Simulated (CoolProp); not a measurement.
Vapour-liquid equilibrium of R143a (1) + R1234yf (2) at 349 kPa; x and y are mole fractions of (1).

Values from CoolProp's multi-fluid Helmholtz-energy mixture model, Lemmon and Jacobsen 2000 and Lemmon 2022; pair parameters Bell 2016.

**Question.** Give the bubble temperature and the first vapour's composition at x = 0.2, 0.575, 0.95. Is there an azeotrope?

**Answer.** x = 0.2: 270.4 K, y = 0.322; x = 0.575: 262.5 K, y = 0.713; x = 0.95: 256.6 K, y = 0.971. No azeotrope shows between x = 0.05 and 0.95.

The pair parameters rest on a limited set of measurements; away from them the model extrapolates.
